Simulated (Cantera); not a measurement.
Input: 1 mol SiO₂, 2.2 mol SiCl₄, at 600 K and 0.100 bar.

Equilibrium computed with Cantera from the NASA thermochemical tables; the gas is ideal and each condensed phase is pure. Candidate condensed phases: Si, SiO₂; 15 gas species. Rates play no part.

Base state: SiCl₄ 1.00 (mole fractions); condensed: SiO₂(α-quartz).

Task: What changes in the equilibrium state with this change: temperature from 600 K to 1425 K?

Result: 
| species | before | after |
|---|---|---|
| SiCl₄ | 1.00 | 0.996 |
| SiCl₃ | <1e-9 | 0.00207 |
| Cl | <1e-9 | 0.00165 |
| Cl₂ | <1e-9 | 0.000230 |
| SiCl₂ | <1e-9 | 1.70e-5 |
| SiO₂(α-quartz), mol | 1.00 | 0 |
| SiO₂(β-quartz), mol | 0 | 1.00 |
The tables' values for SiCl₃ are old estimates; treat these amounts as uncertain. The tables hold silica as quartz up to 1696 K and as liquid above; real silica turns to tridymite and cristobalite and melts near 1996 K.
